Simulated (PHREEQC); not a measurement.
A solution holds 76 mmol/kgw Pb(NO3)2, 0.044 mmol/kgw CuCl2, 0.27 mmol/kgw HCl and 8.2 mmol/kgw NaCl, at 5.7 °C. Closed to the air; pH follows from the charge balance.

Model: ion-association model, wateq4f.dat, run in PHREEQC.

**Question.** The ionic strength comes out as 0.178 mol/kgw. What activity coefficients do PbCl+, Pb+2, Cu+2, PbOH+, Cl- get?

**Answer.** PbCl+ 0.76, Pb+2 0.33, Cu+2 0.35, PbOH+ 0.76, Cl- 0.73.

No solid was allowed to form. Species that the database lacks are ignored. At this temperature some constants are extrapolated from 25 °C, and those without enthalpy data are left unchanged.
